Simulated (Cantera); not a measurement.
## Adiabatic ignition

An adiabatic, constant-volume homogeneous reactor starts with CH4 : C2H6 : C3H8 : O2 : N2 = 1 : 0.18 : 0.11 : 3.38 : 12.7 (molar parts), equivalence ratio 0.94, at 1475 K and 473 Torr.

Model: GRI-Mech 3.0 (53 species, 325 reactions), integrated in Cantera.

```csv
t (s),T (K),P (bar),x CH4,x C2H6,x C3H8,x O,x H2O2
2.00e-6,1475,0.630,0.0576,0.0104,0.00631,3.10e-7,5.94e-9
4.86e-6,1474,0.630,0.0576,0.0103,0.00628,7.11e-7,6.55e-8
1.18e-5,1473,0.629,0.0575,0.0103,0.00620,1.17e-6,6.06e-7
2.87e-5,1472,0.629,0.0573,0.0101,0.00595,2.57e-6,3.45e-6
6.97e-5,1476,0.632,0.0559,0.00921,0.00500,6.28e-6,8.37e-6
0.000169,1674,0.734,0.0388,0.00258,0.000585,8.91e-5,3.34e-5
0.000412,2852,1.30,<1e-12,<1e-12,<1e-12,0.0108,3.42e-7
0.00100,2851,1.30,<1e-12,<1e-12,<1e-12,0.00997,3.34e-7
0.00243,2846,1.29,<1e-12,<1e-12,<1e-12,0.00954,3.24e-7
0.00590,2845,1.29,<1e-12,<1e-12,<1e-12,0.00950,3.23e-7
0.0143,2845,1.29,<1e-12,<1e-12,<1e-12,0.00950,3.23e-7
0.0349,2845,1.29,<1e-12,<1e-12,<1e-12,0.00950,3.23e-7
0.0847,2845,1.29,<1e-12,<1e-12,<1e-12,0.00950,3.23e-7
0.206,2845,1.29,<1e-12,<1e-12,<1e-12,0.00950,3.23e-7
0.500,2845,1.29,<1e-12,<1e-12,<1e-12,0.00950,3.23e-7
```
x: mole fraction; the columns are a selection and need not sum to one.

```yaml
time_of_steepest_temperature_rise: 0.189 ms
temperature at 0.500 s: 2845 K
equilibrium_temperature: 2845 K
x(CH4) at 0.500 s: <1e-12 (gas-phase equilibrium <1e-12)
x(C2H6) at 0.500 s: <1e-12 (gas-phase equilibrium <1e-12)
x(C3H8) at 0.500 s: <1e-12 (gas-phase equilibrium <1e-12)
```
